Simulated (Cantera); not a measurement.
Charge: 1 mol B2H6, 0.14 mol NH3, 110 mol H2, at 93.0 mbar.

Cantera equilibrium calculation (NASA polynomials, part measured and part estimated; ideal gas, pure solids and liquids). Candidate condensed phases: B, BN; 15 gas species. The feed counts by its element totals alone. Mutual solubility and eutectic melting of coexisting phases are not modelled. Gases not in the tables: B2H6 and higher boranes. Kinetics and transport are ignored.

### Question
What share of the B ends up in condensed phases as a function of T (K), at 1523, 1598, 1673, 1748, 1823, 1898, 1973, 2048, 2123, 2198?

### Answer
| T (K) | B condensed (%) | as |
|---|---|---|
| 1523 | 99.9 | B(s) + BN(s) |
| 1598 | 99.8 | B(s) + BN(s) |
| 1673 | 99.7 | B(s) + BN(s) |
| 1748 | 99.5 | B(s) + BN(s) |
| 1823 | 99.1 | B(s) + BN(s) |
| 1898 | 98.5 | B(s) + BN(s) |
| 1973 | 97.7 | B(s) |
| 2048 | 96.5 | B(s) |
| 2123 | 94.7 | B(s) |
| 2198 | 92.3 | B(s) |
